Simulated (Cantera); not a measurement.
Input (Python, Cantera):

```python
import numpy as np
import cantera as ct

gas = ct.Solution("gri30.yaml")
gas.TPX = 425, 280000, {'CH4': 1, 'H2': 0.1, 'O2': 3.66, 'N2': 13.8}
inlet = ct.Reservoir(gas, clone=True)
gas.equilibrate("HP")  # start burning
reactor = ct.IdealGasConstPressureReactor(gas, energy="on", clone=False)
exhaust = ct.Reservoir(gas, clone=True)
tau = [0.024, 0.014, 0.0082, 0.0047, 0.0027, 0.0016, 0.00092, 0.00054, 0.00031, 0.00018, 0.0001, 6.1e-05, 3.5e-05][0]
for a, b in ((inlet, reactor), (reactor, exhaust)):
    ct.MassFlowController(a, b, mdot=lambda t: reactor.mass / tau)
net = ct.ReactorNet([reactor])
show = ['CH4', 'H2', 'O2', 'H2O2', 'O']

rows = []
print(f"{'tau/s':>10s}{'T/K':>9s}" + "".join(f"{s:>11s}" for s in show))
for tau in [0.024, 0.014, 0.0082, 0.0047, 0.0027, 0.0016, 0.00092, 0.00054, 0.00031, 0.00018, 0.0001, 6.1e-05, 3.5e-05]:
    net.initial_time = 0.0
    net.advance(30 * tau)
    before = gas.X
    net.advance(40 * tau)
    drift = np.max(np.abs(gas.X - before) / (gas.X + 1e-9))
    rows.append([gas.T, *gas[show].X, drift])
    print(f"{tau:10.3e}{gas.T:9.1f}" + "".join(f"{x:11.3e}" for x in gas[show].X))
```

Result:

```
     tau/s      T/K        CH4         H2         O2       H2O2          O
 2.400e-02   1689.3  2.763e-05  6.492e-05  8.704e-02  1.711e-07  7.352e-05
 1.400e-02   1686.7  3.942e-05  9.262e-05  8.712e-02  2.167e-07  1.022e-04
 8.200e-03   1683.0  5.617e-05  1.321e-04  8.725e-02  2.733e-07  1.417e-04
 4.700e-03   1677.7  8.156e-05  1.912e-04  8.746e-02  3.467e-07  1.982e-04
 2.700e-03   1670.0  1.193e-04  2.764e-04  8.780e-02  4.383e-07  2.743e-04
 1.600e-03   1659.7  1.731e-04  3.911e-04  8.830e-02  5.466e-07  3.668e-04
 9.200e-04   1643.7  2.637e-04  5.656e-04  8.914e-02  6.931e-07  4.844e-04
 5.400e-04   1620.3  4.168e-04  8.149e-04  9.052e-02  8.830e-07  5.998e-04
 3.100e-04   1576.7  7.864e-04  1.266e-03  9.346e-02  1.204e-06  6.431e-04
 1.800e-04    425.0  5.388e-02  5.388e-03  1.972e-01  5.861e-20 -2.894e-28
 1.000e-04    425.0  5.388e-02  5.388e-03  1.972e-01  3.754e-22 -1.413e-30
 6.100e-05    425.0  5.388e-02  5.388e-03  1.972e-01  2.371e-23 -7.769e-32
 3.500e-05    425.0  5.388e-02  5.388e-03  1.972e-01  1.498e-24 -1.819e-33
```

Cantera simulation using GRI-Mech 3.0 (53 species, 325 reactions); the numbers are that mechanism's predictions, not measurements.
